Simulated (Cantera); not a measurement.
Charge: 1 mol HI, 1.5 mol H2O, 0.16 mol O2, at 2000 K and 173 Torr.

Method: chemical equilibrium by Gibbs-energy minimisation in Cantera with the NASA 1993 tables (ideal gas, pure condensed phases). Candidate condensed phases: H2O, I2; 12 gas species. Equilibrium is a limit: real reactors are often held back by kinetics, nucleation or transport.

Base state: H2O 0.612, I 0.315, H2 0.0506, HI 0.0204, OH 0.000921, H 0.000763, I2 0.000661, O2 5.29e-5 (mole fractions); condensed: gas only.

Task: What changes in the equilibrium state with this change: HI replaced by H2S?

Result: 
```tsv
species	before	after
H2O	0.612	0.465
H2	0.0506	0.312
S2	0	0.104
I	0.315	0
SO2	0	0.0534
H2S	0	0.0285
HI	0.0204	0
SO	0	0.0185
SH	0	0.0129
S	0	0.00214
S2O	0	0.00135
I2	0.000661	0
O2	5.29e-5	8.04e-7
```
Further candidate phases: H2SO4, S.
